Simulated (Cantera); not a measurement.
Feed: 1 mol Si3N4, 8.4 mol F2, 0.34 mol N2, equilibrated at 502 °C and 0.100 bar.

Method: chemical equilibrium by Gibbs-energy minimisation in Cantera with the NASA 1993 tables (ideal gas, pure condensed phases). Candidate condensed phases: Si, Si3N4; 16 gas species. Rates play no part.

Base state: SiF4 0.435, N2 0.277, F2 0.157, NF3 0.125, F 0.00700 (mole fractions); condensed: gas only.

Task: What changes in the equilibrium state with this change: Si3N4 replaced by BN?

Result: 
```tsv
species	before	after
F2	0.157	0.630
NF3	0.125	0.207
BF3	0	0.137
SiF4	0.435	0
N2	0.277	0.0118
F	0.00700	0.0140
```
Further candidate phases: B, BN.

Task: What changes in the equilibrium state with this change: 0.031 mol Cl2 added?

Result: 
```
species   before     after
-------  -------  --------
SiF4       0.435     0.432
N2         0.277     0.276
F2         0.157     0.155
ClF            0   0.00875
NF3        0.125     0.122
ClF3           0  0.000177
F        0.00700   0.00695
```
